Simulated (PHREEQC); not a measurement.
Dissolve 0.042 mol/kgw NaHCO3, 0.001 mol/kgw NaF and 0.013 mol/kgw KCl at 25 °C. Closed to the air; pH follows from the charge balance.

Model: ion-association model, phreeqc.dat, run in PHREEQC.

This is a speciation only: nothing precipitates in the calculation.

Q: Estimate the pH.

A: pH 8.10.

Q: In which forms is C present?

A: HCO3- 96 %, NaHCO3 1.5 %, CO2 1.4 %, CO3-2 1.0 % of the C.

Species that the database lacks are ignored.
